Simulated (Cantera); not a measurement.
Feed: 1 mol SiC, 0.0013 mol O2, 5.3 mol N2, held at 1.40 Pa.

Method: chemical equilibrium by Gibbs-energy minimisation in Cantera with the NASA 1993 tables (ideal gas, pure condensed phases). Candidate condensed phases: C, Si, SiC, SiO2, Si2N2O, Si3N4; 34 gas species. Equilibrium is a limit: real reactors are often held back by kinetics, nucleation or transport.

**Question.** What share of the Si ends up in condensed phases as a function of T (K), at 1625, 1675, 1725, 1775, 1825, 1875, 1925, 1975, 2025, 2075?

**Answer.** 
```csv
T (K),Si condensed (%),as
1625,99.7,SiC(s)
1675,99.7,SiC(s)
1725,99.3,SiC(s)
1775,98.1,SiC(s)
1825,95.1,SiC(s)
1875,87.6,SiC(s)
1925,69.4,SiC(s)
1975,24.2,SiC(s)
2025,0.0,-
2075,0.0,-
```
